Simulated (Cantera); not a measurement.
Cantera run, input and output.

```python
import numpy as np
import cantera as ct

gas = ct.Solution("gri30.yaml")
gas.TPX = 348, 1500000, {'C2H6': 1, 'O2': 2.33, 'N2': 6.3, 'CO2': 2}
inlet = ct.Reservoir(gas, clone=True)
gas.equilibrate("HP")  # start burning
reactor = ct.IdealGasConstPressureReactor(gas, energy="on", clone=False)
exhaust = ct.Reservoir(gas, clone=True)
tau = [0.029, 0.015, 0.0073, 0.0036, 0.0018, 0.00091, 0.00045, 0.00023, 0.00011, 5.6e-05][0]
for a, b in ((inlet, reactor), (reactor, exhaust)):
    ct.MassFlowController(a, b, mdot=lambda t: reactor.mass / tau)
net = ct.ReactorNet([reactor])
show = ['C2H6', 'O2', 'CO2', 'C2H4', 'H2']

rows = []
print(f"{'tau/s':>10s}{'T/K':>9s}" + "".join(f"{s:>11s}" for s in show))
for tau in [0.029, 0.015, 0.0073, 0.0036, 0.0018, 0.00091, 0.00045, 0.00023, 0.00011, 5.6e-05]:
    net.initial_time = 0.0
    net.advance(30 * tau)
    before = gas.X
    net.advance(40 * tau)
    drift = np.max(np.abs(gas.X - before) / (gas.X + 1e-9))
    rows.append([gas.T, *gas[show].X, drift])
    print(f"{tau:10.3e}{gas.T:9.1f}" + "".join(f"{x:11.3e}" for x in gas[show].X))
```

It prints:

```
     tau/s      T/K       C2H6         O2        CO2       C2H4         H2
 2.900e-02   1909.1  6.245e-06  4.256e-04  1.696e-01  3.299e-05  3.341e-02
 1.500e-02   1910.5  1.181e-05  7.331e-04  1.718e-01  5.841e-05  3.207e-02
 7.300e-03   1909.3  2.302e-05  1.279e-03  1.740e-01  1.054e-04  3.074e-02
 3.600e-03   1903.7  4.324e-05  2.111e-03  1.757e-01  1.833e-04  2.979e-02
 1.800e-03   1892.9  7.867e-05  3.304e-03  1.766e-01  3.089e-04  2.933e-02
 9.100e-04   1876.0  1.405e-04  4.995e-03  1.770e-01  5.119e-04  2.936e-02
 4.500e-04   1849.2  2.611e-04  7.660e-03  1.770e-01  8.805e-04  2.999e-02
 2.300e-04   1807.6  5.124e-04  1.200e-02  1.769e-01  1.590e-03  3.152e-02
 1.100e-04   1708.8  1.464e-03  2.303e-02  1.772e-01  3.905e-03  3.583e-02
 5.600e-05    348.0  8.598e-02  2.003e-01  1.720e-01 -1.045e-16 -2.307e-16
```

Computed with Cantera and GRI-Mech 3.0 (53 species, 325 reactions). The pressure lies above the range GRI-Mech 3.0 was tuned for (to about 10 atm).
